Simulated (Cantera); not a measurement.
What does this Cantera script print?

```python
import numpy as np
import cantera as ct

gas_names = """
    H H2 H2S N NH NH2 NH3 N2 N2H2 N2H4 Ni NiS S SH SN S2 S8
""".split()
cond_names = """
    Ni(cr) Ni(L) NiS(b) NiS(a) NiS(L) NiS2(s) NiS2(L) Ni3S2(I) Ni3S2(II) Ni3S2(L) Ni3S4(s) S(cr1) S(cr2)
    S(L)
""".split()


# ... load() reads the species with a 1 bar reference pressure and builds the phases ...
atoms = {
    'Ni': {'Ni': 1},
    'H2S': {'H': 2, 'S': 1},
    'N2': {'N': 2},
}
top_T = {'Ni3S4(s)': 620}  # K; cautious upper limits of use, not melting points


# ... equilibrate(T, P, feed) seeds the gas with the atoms and calls Mixture.equilibrate('TP', solver="vcs", rtol=1e-11, max_steps=5000) ...
results = []
feed = {'Ni': 1, 'H2S': 2, 'N2': 6.6}  # mol
T = 1623.15  # K
P = 10000  # Pa
mix = equilibrate(T, P, feed)
results.append((T, P, feed, dict(zip(mix.species_names, mix.species_moles))))
print(gas.report(threshold=0.001))
for i in range(1, mix.n_phases):
    print(f"{mix.phase(i).name:16s} {mix.phase_moles(i):12.5e} mol")
```

It prints:

```
       temperature   1623.2 K
          pressure   10000 Pa
           density   0.018798 kg/m^3
  mean mol. weight   25.369 kg/kmol
   phase of matter   gas

                          1 kg             1 kmol
                     ---------------   ---------------
          enthalpy        1.9776e+06        5.0171e+07  J
   internal energy        1.4457e+06        3.6675e+07  J
           entropy             10340         2.623e+05  J/K
    Gibbs function       -1.4805e+07       -3.7559e+08  J
 heat capacity c_p            1397.2             35447  J/K
 heat capacity c_v            1069.5             27132  J/K

                      mass frac. Y      mole frac. X     chem. pot. / RT
                     ---------------   ---------------   ---------------
                H2          0.014939           0.18799            -22.81
               H2S          0.039831          0.029653           -36.228
                N2           0.79806           0.72271           -28.885
                SH         0.0034266         0.0026288           -24.823
                S2           0.14356          0.056801           -26.836
     [  +12 minor]        0.00018488        0.00022079

Ni(cr)            0.00000e+00 mol
NiS(L)            0.00000e+00 mol
NiS2(L)           0.00000e+00 mol
Ni3S2(L)          3.33302e-01 mol
S(L)              0.00000e+00 mol
```

Method: chemical equilibrium by Gibbs-energy minimisation in Cantera with the NASA 1993 tables (ideal gas, pure condensed phases).
